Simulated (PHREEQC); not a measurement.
A PHREEQC speciation (ion-association model, phreeqc.dat) at 25 °C gives pH 4.74 and these molalities:

```json
[
 {"species": "Na+", "mol/kgw": "0.114"},
 {"species": "SO4-2", "mol/kgw": "0.0508"},
 {"species": "NaSO4-", "mol/kgw": "0.00904"},
 {"species": "H2PO4-", "mol/kgw": "0.00604"},
 {"species": "FeH2PO4+", "mol/kgw": "0.000975"},
 {"species": "Fe+2", "mol/kgw": "0.000935"},
 {"species": "FeSO4", "mol/kgw": "0.000871"},
 {"species": "HPO4-2", "mol/kgw": "4.92e-5"},
 {"species": "HSO4-", "mol/kgw": "3.72e-5"},
 {"species": "H+", "mol/kgw": "2.27e-5"},
 {"species": "FeHPO4", "mol/kgw": "1.92e-5"},
 {"species": "H3PO4", "mol/kgw": "1.18e-5"},
 {"species": "NaHPO4-", "mol/kgw": "3.46e-6"}
]
```

### Question
What are the element totals, and what could have been dissolved in 1 kg of water to give them?

### Answer
This is not unique; one that fits is totals Fe(2) 0.00280, Na 0.123, P 0.00710, S(6) 0.0608 mol/kgw, from 2.8 mmol/kgw FeSO4, 7.1 mmol/kgw NaH2PO4 and 58 mmol/kgw Na2SO4.

This is a speciation only: nothing precipitates in the calculation. Examples of supersaturated solids here: Vivianite. Others may be too.
